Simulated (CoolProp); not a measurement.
Values from CoolProp's reference Helmholtz-energy equation of state, Span 2000.

### Question
For nitrogen, give the phase and the density (kg/m³), speed of sound (m/s), Joule-Thomson coefficient (K/MPa), viscosity (µPa s) at 106.1 K and 49.5 bar.

### Answer
- 106.1 K and 49.5 bar: liquid; density 678, speed of sound 608, Joule-Thomson coefficient -0.0562, viscosity 71.5

Viscosity comes from a separate model (Lemmon 2004).
